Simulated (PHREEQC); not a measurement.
## Copper plating or etch bath

Make-up at 5 °C: 0.0009 mol/kgw Cu(NO3)2, 0.0011 mol/kgw HBF4 and 0.0013 mol/kgw Na2SO4. Closed to the air; pH follows from the charge balance.

Model: ion-association model, phreeqc.dat, run in PHREEQC.

Precipitation was switched off in this run.

**Question.** Predict the pH, ionic strength.

**Answer.** pH 2.86; ionic strength 0.00767 mol/kgw.

**Question.** In which forms is S present?

**Answer.** SO4-2 87 %, CuSO4 6.2 %, HSO4- 6.1 %, NaSO4- 0.7 % of the S.

Away from 25 °C the constants follow the database's enthalpies or fits; those with neither stay at their 25 °C values. Real BF4- forms and hydrolyses slowly; the run takes it at equilibrium.
